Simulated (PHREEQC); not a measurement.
A made-up water analysis in mg/kgw, 5 °C, pH 7.66, pe -2:

```json
[
 {"constituent": "Na", "mg/kgw": "20.5"},
 {"constituent": "K", "mg/kgw": "3.45"},
 {"constituent": "Ca", "mg/kgw": "54.1"},
 {"constituent": "Mg", "mg/kgw": "4.64"},
 {"constituent": "Cl", "mg/kgw": "16.5"},
 {"constituent": "S(6) as SO4", "mg/kgw": "40.9"},
 {"constituent": "Alkalinity as HCO3", "mg/kgw": "172"},
 {"constituent": "Zn", "mg/kgw": "2.49"}
]
```

Valence states are taken as typed.

Model: ion-association model, phreeqc.dat, run in PHREEQC.

Precipitation was switched off in this run.

Order these S species by the share of S that they hold, largest first: NaSO4-, CaSO4, SO4-2, MgSO4, ZnSO4.

SO4-2 (89 %), CaSO4 (9.3 %), MgSO4 (1.2 %), NaSO4- (0.25 %), ZnSO4 (0.20 %)

Order these C species by the share of C that they hold, largest first: ZnHCO3+, CO2, CaHCO3+, HCO3-, ZnCO3.

HCO3- (92 %), CO2 (6.1 %), CaHCO3+ (0.69 %), ZnCO3 (0.33 %), ZnHCO3+ (0.18 %)

The pH is 7.66 and the ionic strength 0.00585 mol/kgw. Species that the database lacks are ignored. Away from 25 °C the constants follow the database's enthalpies or fits; those with neither stay at their 25 °C values. The database's zinc carbonate complexes are estimates, stronger than later reviews accept.
